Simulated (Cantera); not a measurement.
Input: 1 mol CH2F2, 3.7 mol H2, held at 0.473 Torr.

Equilibrium computed with Cantera from the NASA thermochemical tables; the gas is ideal and each condensed phase is pure. Candidate condensed phases: C, C6H6, C7H8, C8H18; 95 gas species. The numbers say what is thermodynamically allowed, not how fast it happens.

Problem. What share of the C ends up in condensed phases as a function of T (K), at 2073, 2173, 2273, 2373, 2473, 2573, 2673, 2773, 2873, 2973, 3073, 3173, 3273, 3373?

Solution. 
```tsv
T (K)	C condensed (%)	as
2073	99.1	C(graphite)
2173	98.5	C(graphite)
2273	97.7	C(graphite)
2373	96.5	C(graphite)
2473	94.3	C(graphite)
2573	88.0	C(graphite)
2673	64.2	C(graphite)
2773	0.0	-
2873	0.0	-
2973	0.0	-
3073	0.0	-
3173	0.0	-
3273	0.0	-
3373	0.0	-
```
